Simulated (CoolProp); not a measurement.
R404A at 298.15 K and 1.93 MPa is throttled through a valve to 0.757 MPa with no heat exchange. Each further row changes one setting.

Values from CoolProp's reference Helmholtz-energy equation of state, Lemmon 2003. It is a pseudo-pure fit of the blend.

| case | temperature change (K) | final phase | final density (kg/m³) |
|---|---|---|---|
| as stated | … | … | … |
| outlet pressure 0.227 MPa | -52.6 | … | … |
| outlet pressure 0.984 MPa | … | … | … |

**Question.** Fill in the missing entries.

**Answer.** 
- as stated, temperature change (K): -17.9
- as stated, final phase: two-phase, vapour fraction 0.164
- as stated, final density (kg/m³): 200
- outlet pressure 0.227 MPa, final phase: two-phase, vapour fraction 0.389
- outlet pressure 0.227 MPa, final density (kg/m³): 29.8
- outlet pressure 0.984 MPa, temperature change (K): -8.9
- outlet pressure 0.984 MPa, final phase: two-phase, vapour fraction 0.087
- outlet pressure 0.984 MPa, final density (kg/m³): 391
